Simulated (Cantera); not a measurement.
Thermodynamics of metals in furnace atmospheres, feed Cu + H₂O + N₂

Charge: 1 mol Cu, 5.6 mol H₂O, 24 mol N₂, equilibrated at 3.70 mbar.

Method: chemical equilibrium by Gibbs-energy minimisation in Cantera with the NASA 1993 tables (ideal gas, pure condensed phases). Candidate condensed phases: Cu, CuO, Cu(OH)₂, Cu₂O, H₂O; 27 gas species. Kinetics and transport are ignored.

```json
[
 {"T (K)": "1248", "log p N₂": "-2.52", "log p H₂O": "-3.15", "log p Cu": "-7.36", "log p H₂": "-6.97", "log p O₂": "-7.33", "log p OH": "-7.99", "log p NO": "-8.09", "n Cu(s)": "1.000", "n Cu(l)": "0"},
 {"T (K)": "1273", "log p N₂": "-2.52", "log p H₂O": "-3.16", "log p Cu": "-7.08", "log p H₂": "-6.83", "log p O₂": "-7.19", "log p OH": "-7.82", "log p NO": "-7.95", "n Cu(s)": "0.999", "n Cu(l)": "0"},
 {"T (K)": "1298", "log p N₂": "-2.52", "log p H₂O": "-3.16", "log p Cu": "-6.82", "log p H₂": "-6.70", "log p O₂": "-7.06", "log p OH": "-7.66", "log p NO": "-7.81", "n Cu(s)": "0.999", "n Cu(l)": "0"},
 {"T (K)": "1323", "log p N₂": "-2.52", "log p H₂O": "-3.16", "log p Cu": "-6.57", "log p H₂": "-6.57", "log p O₂": "-6.94", "log p OH": "-7.51", "log p NO": "-7.68", "n Cu(s)": "0.998", "n Cu(l)": "0"},
 {"T (K)": "1348", "log p N₂": "-2.52", "log p H₂O": "-3.16", "log p Cu": "-6.33", "log p H₂": "-6.45", "log p O₂": "-6.82", "log p OH": "-7.36", "log p NO": "-7.55", "n Cu(s)": "0.996", "n Cu(l)": "0"},
 {"T (K)": "1373", "log p N₂": "-2.52", "log p H₂O": "-3.16", "log p Cu": "-6.10", "log p H₂": "-6.33", "log p O₂": "-6.70", "log p OH": "-7.21", "log p NO": "-7.43", "n Cu(s)": "0", "n Cu(l)": "0.994"},
 {"T (K)": "1398", "log p N₂": "-2.52", "log p H₂O": "-3.16", "log p Cu": "-5.89", "log p H₂": "-6.22", "log p O₂": "-6.59", "log p OH": "-7.08", "log p NO": "-7.31", "n Cu(s)": "0", "n Cu(l)": "0.990"},
 {"T (K)": "1423", "log p N₂": "-2.52", "log p H₂O": "-3.16", "log p Cu": "-5.68", "log p H₂": "-6.11", "log p O₂": "-6.48", "log p OH": "-6.94", "log p NO": "-7.20", "n Cu(s)": "0", "n Cu(l)": "0.983"},
 {"T (K)": "1448", "log p N₂": "-2.52", "log p H₂O": "-3.16", "log p Cu": "-5.48", "log p H₂": "-6.00", "log p O₂": "-6.38", "log p OH": "-6.81", "log p NO": "-7.09", "n Cu(s)": "0", "n Cu(l)": "0.973"},
 {"T (K)": "1473", "log p N₂": "-2.52", "log p H₂O": "-3.16", "log p Cu": "-5.29", "log p H₂": "-5.90", "log p O₂": "-6.28", "log p OH": "-6.69", "log p NO": "-6.98", "n Cu(s)": "0", "n Cu(l)": "0.959"}
]
```
log p: log10 of the partial pressure in bar; n: condensed amount in mol.

From 1248 K to 1348 K the condensed part is Cu(s). From 1373 K to 1473 K the condensed part is Cu(l). The main Cu-bearing gas is Cu throughout. The share of Cu in condensed phases is highest at 1248 K (100.0 %) and lowest at 1473 K (95.9 %).
